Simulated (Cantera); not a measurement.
A perfectly stirred reactor is fed with CH₄ : H₂O = 1 : 0.6 (molar parts), at 19000 Pa; it is held at 1750 K, and followed from long to short residence time.

Computed with Cantera and GRI-Mech 3.0 (53 species, 325 reactions). GRI-Mech 3.0 stops at C3 and has no aromatics, soot or wall deposition, so with more carbon than oxygen in the feed, carbon stays in small species such as C2H2 where larger ones or solid carbon would form.

Q: What does this change do: temperature 1750 to 2200 K?

A: 
```tsv
quantity	before	after
x(CH₄) at τ = 0.620 s	0.0437	0.00179
x(H₂O) at τ = 0.620 s	0.129	0.00262
x(H) at τ = 0.620 s	0.000386	0.0105
x(C₂H₄) at τ = 0.620 s	0.000642	2.49e-5
x(H₂) at τ = 0.620 s	0.620	0.737
x(CH₄) at τ = 5.90 ms	0.348	0.0254
x(H₂O) at τ = 5.90 ms	0.312	0.111
x(H) at τ = 5.90 ms	0.000143	0.00655
x(C₂H₄) at τ = 5.90 ms	0.00997	0.000369
x(H₂) at τ = 5.90 ms	0.250	0.640
```
